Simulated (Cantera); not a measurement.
An isothermal, constant-pressure homogeneous reactor starts with 2.08 % C₃H₈, 97.9 % H₂, at 1575 K and 2.33 Torr.

Cantera simulation using GRI-Mech 3.0 (53 species, 325 reactions); the numbers are that mechanism's predictions, not measurements. GRI-Mech 3.0 was tuned for natural gas; its chemistry of propane as a main component is partial and can be far from experiment. GRI-Mech 3.0 stops at C3 and has no aromatics, soot or wall deposition, so with more carbon than oxygen in the feed, carbon stays in small species such as C2H2 where larger ones or solid carbon would form. Radical loss at walls, strong at low pressure, is not modelled.

One state of this run: x C₃H₈ = 2.38e-11; x H₂ = 0.961; x CH₄ = 0.0169; x C₂H₂ = 0.0213; x C₂H₆ = 5.32e-7; x CH₂ = 1.00e-7. x: mole fraction; the columns are a selection and need not sum to one.

Task: Which value of t (s) does it belong to?
A) 1.67
B) 0.000961
C) 8.00e-5
D) 5.77

Result: D, 5.77
